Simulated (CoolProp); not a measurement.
Properties of cis-2-butene at several states.

Model: reference Helmholtz-energy equation of state, Lemmon 2005, in CoolProp. It is a short technical equation, of lower accuracy than the large ones.

```csv
T (K),p (bar),phase,cv (kJ/(kg K)),speed of sound (m/s)
500.8,6.02,gas,2.069,274.5
262.7,178,liquid,1.435,1303
225.6,0.913,liquid,1.361,1384
387.4,0.237,gas,1.637,249.6
271.6,241,liquid,1.459,1301
```
